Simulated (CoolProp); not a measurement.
Vapour-liquid equilibrium of R1234yf (1) + R227EA (2) at 0.0395 MPa; x and y are mole fractions of (1).

Computed with CoolProp (multi-fluid Helmholtz-energy mixture model, Lemmon 2022 and Lemmon 2016; pair parameters Bell 2016).

Give the bubble temperature and the first vapour's composition at x = 0.2, 0.35, 0.8. Is there an azeotrope?

x = 0.2: 233.7 K, y = 0.325; x = 0.35: 231.5 K, y = 0.509; x = 0.8: 226.2 K, y = 0.886. No azeotrope shows between x = 0.05 and 0.95.

The pair parameters rest on a limited set of measurements; away from them the model extrapolates.
